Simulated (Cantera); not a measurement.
Mixture: CH₄ : C₂H₆ : C₃H₈ : O₂ : N₂ = 1 : 0.04 : 0.089 : 2.58 : 6.72 (molar parts), at 2.40 bar, adiabatic and at constant pressure. Ignition delay is the time to a rise of 400 K.

Computed with Cantera and GRI-Mech 3.0 (53 species, 325 reactions).

Task: What does this change do: 0.54 parts CO2 added?

Result: 
```json
[
 {"quantity": "delay at 1125 K", "before": "14.1 ms", "after": "15.0 ms"},
 {"quantity": "delay at 1200 K", "before": "4.32 ms", "after": "4.61 ms"},
 {"quantity": "delay at 1275 K", "before": "1.38 ms", "after": "1.47 ms"},
 {"quantity": "delay at 1350 K", "before": "0.483 ms", "after": "0.518 ms"},
 {"quantity": "delay at 1425 K", "before": "0.192 ms", "after": "0.206 ms"},
 {"quantity": "delay at 1500 K", "before": "86.9 µs", "after": "93.5 µs"},
 {"quantity": "delay at 1575 K", "before": "44.6 µs", "after": "48.0 µs"},
 {"quantity": "apparent activation energy between 1425 and 1575 K", "before": "180 kJ/mol", "after": "180 kJ/mol"}
]
```
